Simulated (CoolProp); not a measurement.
Propylene at 206.71 K and 0.391 MPa flows at 0.094 m/s in a round tube of 20 mm bore and 15 µm roughness, fully developed (64/Re and Nu = 3.66 if laminar; Colebrook and Gnielinski if turbulent). Each further row changes one setting.

Values from CoolProp's reference Helmholtz-energy equation of state, Lemmon 2013.

| case | Reynolds number | Darcy friction factor | pressure drop (Pa/m) | heat-transfer coefficient (W/(m² K)) | mass flow (kg/h) |
|---|---|---|---|---|---|
| as stated | ? | ? | ? | 230 | 67.3 |
| velocity 0.188 m/s | 9710 | 0.0322 | 18.0 | ? | ? |
| diameter 40 mm | 9710 | 0.0317 | 2.22 | 224 | 269 |

Task: Complete the blanks.

Result: 
- as stated, Reynolds number: 4860
- as stated, Darcy friction factor: 0.0385
- as stated, pressure drop (Pa/m): 5.39
- velocity 0.188 m/s, heat-transfer coefficient (W/(m² K)): 454
- velocity 0.188 m/s, mass flow (kg/h): 135

Viscosity comes from a separate model (Huber 2003), an estimate that may be off by 10 % or more. Thermal conductivity comes from a separate model (Huber 2003), an estimate that may be off by 10 % or more.
